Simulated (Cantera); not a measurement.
An adiabatic, constant-pressure homogeneous reactor starts with CH₄ : CO : O₂ : N₂ : CO₂ = 1 : 0.72 : 5.36 : 20.2 : 2.3 (molar parts), equivalence ratio 0.44, at 1400 K and 1.00 bar.

Model: GRI-Mech 3.0 (53 species, 325 reactions), integrated in Cantera.

**Question.** Predict: time of steepest temperature rise; temperature at 5.00 s; equilibrium temperature; x(CO) at 5.00 s; x(O₂) at 5.00 s; x(N₂O) at 5.00 s; x(OH) at 5.00 s; x(H) at 5.00 s.

**Answer.** 
```json
{
 "time_of_steepest_temperature_rise": "2.44 ms",
 "temperature at 5.00 s": "2202 K",
 "equilibrium_temperature": "2202 K",
 "x(CO) at 5.00 s": "0.00264 (gas-phase equilibrium 0.00264)",
 "x(O₂) at 5.00 s": "0.0985 (gas-phase equilibrium 0.0985)",
 "x(N₂O) at 5.00 s": "4.22e-7 (gas-phase equilibrium 4.22e-7)",
 "x(OH) at 5.00 s": "0.00340 (gas-phase equilibrium 0.00340)",
 "x(H) at 5.00 s": "9.03e-5 (gas-phase equilibrium 9.03e-5)"
}
```
